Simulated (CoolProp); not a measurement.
Properties of carbon dioxide along the isobar 277 kPa.

Values from CoolProp's reference Helmholtz-energy equation of state, Span 1996.

```tsv
T (K)	phase	cp (kJ/(kg K))	speed of sound (m/s)	viscosity (µPa s)	conductivity (mW/(m K))	fugacity coefficient
225.9	gas	0.8250	233.2	11.4	11.5	0.9657
253.2	gas	0.8319	247.0	12.7	13.4	0.9765
280.5	gas	0.8496	259.6	14.1	15.4	0.9832
307.9	gas	0.8712	271.4	15.4	17.5	0.9877
335.2	gas	0.8938	282.4	16.7	19.6	0.9907
362.5	gas	0.9164	293.0	18.0	21.8	0.9929
389.9	gas	0.9384	303.1	19.2	24.0	0.9945
417.2	gas	0.9595	312.9	20.4	26.2	0.9957
```

Viscosity comes from a separate model (Laesecke 2017). Thermal conductivity comes from a separate model (Huber 2016).
